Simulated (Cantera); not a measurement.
Moist CO burnout

An isothermal, constant-pressure homogeneous reactor starts with CO : O₂ : H₂O : N₂ = 0.01 : 0.0047 : 0.011 : 1 (molar parts), at 1173 K and 1.30 bar.

Detailed kinetics in Cantera: GRI-Mech 3.0 (53 species, 325 reactions).

```
t (s)         x CO      x O₂   x H₂O     x CO₂      x OH    x H₂O₂
--------  --------  --------  ------  --------  --------  --------
0.000200   0.00975   0.00458  0.0107  5.16e-10  4.96e-11    <1e-12
0.000431   0.00975   0.00458  0.0107   1.86e-9  1.81e-10    <1e-12
0.000928   0.00975   0.00458  0.0107   1.23e-8   1.04e-9    <1e-12
0.00200    0.00975   0.00458  0.0107   3.18e-7   2.46e-8  2.13e-11
0.00431    0.00954   0.00447  0.0107  0.000209   1.35e-5   3.75e-8
0.00928    0.00383   0.00178  0.0103   0.00594   5.41e-5   1.31e-7
0.0200     0.00108  0.000394  0.0104   0.00871   2.74e-5   6.16e-8
0.0431    0.000470   7.92e-5  0.0105   0.00932   1.21e-5   2.02e-8
0.0928    0.000345   1.40e-5  0.0105   0.00945   4.79e-6   4.44e-9
0.200     0.000320   2.35e-6  0.0105   0.00947   1.73e-6  7.00e-10
0.431     0.000316   4.42e-7  0.0105   0.00948   6.27e-7  9.87e-11
0.928     0.000315   9.86e-8  0.0105   0.00948   2.32e-7  1.39e-11
2.00      0.000314   2.67e-8  0.0105   0.00948   8.67e-8  1.97e-12
```
x: mole fraction; the columns are a selection and need not sum to one.

Equilibrium at this temperature and pressure: CO 0.000314, O₂ <1e-12, H₂O 0.0105, CO₂ 0.00948, OH 4.55e-10, H₂O₂ <1e-12 (gas phase only).
